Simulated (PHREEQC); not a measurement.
1 kg of water meets 20 L of dry gas (CO2 0.54, CH4 0.46 by moles) at fixed total pressure, at 60 °C; fugacities by Peng-Robinson. The gases take part in no redox reaction, some water evaporates into the gas, and hydrates or a liquid gas phase aren't modelled. Nothing may precipitate in this run.

The numbers come from PHREEQC with the ion-association model, phreeqc.dat.

```
P (atm)  dissolved CO2 (all carbonate carbon) (mol/kgw)  φ of CO2  p of CO2 (atm)  dissolved CH4 (mol/kgw)  φ of CH4  p of CH4 (atm)    pH
-------  ----------------------------------------------  --------  --------------  -----------------------  --------  --------------  ----
2                                                0.0158     0.992           0.965                 0.000853     0.998           0.837  4.05
5                                                0.0415     0.981            2.57                  0.00225     0.993            2.23  3.84
10                                               0.0828     0.962            5.24                  0.00454     0.987            4.55  3.69
20                                                0.160     0.925            10.6                  0.00894     0.973            9.19  3.54
30                                                0.230     0.890            16.0                   0.0131     0.961            13.8  3.46
40                                                0.293     0.855            21.3                   0.0171     0.949            18.4  3.41
50                                                0.349     0.822            26.7                   0.0209     0.939            23.1  3.37
75                                                0.464     0.744            40.1                   0.0296     0.915            34.6  3.31
100                                               0.546     0.673            53.6                   0.0376     0.897            46.1  3.27
150                                               0.641     0.557            80.5                   0.0516     0.872            69.0  3.22
200                                               0.690     0.478             107                   0.0634     0.853            91.9  3.20
300                                               0.747     0.391             161                   0.0819     0.827             138  3.16
400                                               0.788     0.350             215                   0.0964     0.821             184  3.13
```

At this temperature some constants are extrapolated from 25 °C, and those without enthalpy data are left unchanged.
